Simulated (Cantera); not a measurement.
An isothermal, constant-pressure homogeneous reactor starts with CH₃OH : O₂ : N₂ = 0.004 : 0.014 : 1 (molar parts), at 1373 K and 10.0 bar. Integrator tolerance rtol = 1e-08.

Cantera simulation using GRI-Mech 3.0 (53 species, 325 reactions); the numbers are that mechanism's predictions, not measurements. GRI-Mech 3.0 was tuned for natural gas; its chemistry of methanol as a main component is partial and can be far from experiment.

```json
[
 {"quantity": "x(CH₃OH) at 20.0 s", "before": "<1e-12 (gas-phase equilibrium <1e-12)", "after": "<1e-12 (gas-phase equilibrium <1e-12)"},
 {"quantity": "x(O₂) at 20.0 s", "before": "0.00784 (gas-phase equilibrium 0.00778)", "after": "0.00784 (gas-phase equilibrium 0.00778)"},
 {"quantity": "x(OH) at 20.0 s", "before": "1.62e-6 (gas-phase equilibrium 1.62e-6)", "after": "2.76e-6 (gas-phase equilibrium 2.75e-6)"},
 {"quantity": "x(NO) at 20.0 s", "before": "2.36e-7 (gas-phase equilibrium 0.000134)", "after": "1.03e-6 (gas-phase equilibrium 0.000134)"},
 {"quantity": "x(CH₂O) at 20.0 s", "before": "<1e-12 (gas-phase equilibrium <1e-12)", "after": "<1e-12 (gas-phase equilibrium <1e-12)"},
 {"quantity": "x(NO₂) at 20.0 s", "before": "1.18e-9 (gas-phase equilibrium 6.65e-7)", "after": "1.78e-9 (gas-phase equilibrium 2.30e-7)"}
]
```

Name the change that produced these shifts.
A. O2 0.014 to 0.0015 parts
B. CH3OH 0.004 to 0.038 parts
C. pressure from 10.0 bar to 1.20 bar
D. temperature 1373 to 1250 K

C, pressure from 10.0 bar to 1.20 bar
